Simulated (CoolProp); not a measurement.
Vapour pressure (MPa) of nitrous oxide: the reference equation beside estimates from Tc = 36.4 °C, pc = 7.245 MPa, ω = 0.161. Clausius-Clapeyron is anchored at -32.45 °C with a constant enthalpy of vaporisation of 13.15 kJ/mol.

The numbers come from the reference Helmholtz-energy equation of state, Lemmon 2006 in CoolProp. It is a short technical equation, of lower accuracy than the large ones.

```tsv
T (°C)	reference	Lee-Kesler	Clausius-Clapeyron	van der Waals	Redlich-Kwong	Soave-Redlich-Kwong	Peng-Robinson
-34.65	1.130	1.132	1.144	2.330	1.356	1.136	1.125
-32.45	1.216	1.218	1.216	2.433	1.452	1.223	1.211
-30.25	1.307	1.309	1.290	2.539	1.551	1.315	1.302
-28.05	1.402	1.405	1.368	2.649	1.656	1.412	1.397
-25.85	1.503	1.506	1.449	2.761	1.766	1.515	1.498
-23.55	1.614	1.617	1.537	2.881	1.885	1.627	1.609
-21.35	1.726	1.728	1.624	3.000	2.005	1.741	1.721
-19.15	1.843	1.845	1.715	3.121	2.129	1.860	1.838
-16.95	1.966	1.968	1.809	3.245	2.259	1.984	1.962
-14.75	2.095	2.096	1.907	3.373	2.394	2.115	2.091
-12.45	2.236	2.236	2.013	3.509	2.542	2.259	2.233
-10.25	2.377	2.377	2.118	3.643	2.688	2.402	2.375
-8.05	2.525	2.524	2.226	3.780	2.840	2.552	2.523
-5.85	2.679	2.678	2.338	3.920	2.997	2.709	2.679
```

Absolute difference from the reference over all 14 rows, mean and median: Lee-Kesler 0.1 and 0.1 %, Clausius-Clapeyron 6.3 and 6.4 %, van der Waals 73.4 and 71.6 %, Redlich-Kwong 15.9 and 15.8 %, Soave-Redlich-Kwong 0.9 and 0.9 %, Peng-Robinson 0.2 and 0.3 %.
